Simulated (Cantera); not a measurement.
Mixture: CH4 : C2H6 : C3H8 : O2 : N2 = 1 : 0.11 : 0.2 : 2.6 : 9.89 (molar parts), at 760 Torr, adiabatic and at constant volume. Ignition delay is the time to a rise of 400 K.

Model: GRI-Mech 3.0 (53 species, 325 reactions), integrated in Cantera. GRI-Mech 3.0 was tuned for natural gas; its chemistry of propane as a main component is partial and can be far from experiment.

Predict: delay at 1050 K; delay at 1200 K; delay at 1350 K; delay at 1500 K; apparent activation energy between 1425 and 1575 K.


- delay at 1050 K = 59.7 ms
- delay at 1200 K = 4.99 ms
- delay at 1350 K = 0.567 ms
- delay at 1500 K = 0.114 ms
- apparent activation energy between 1425 and 1575 K = 170 kJ/mol
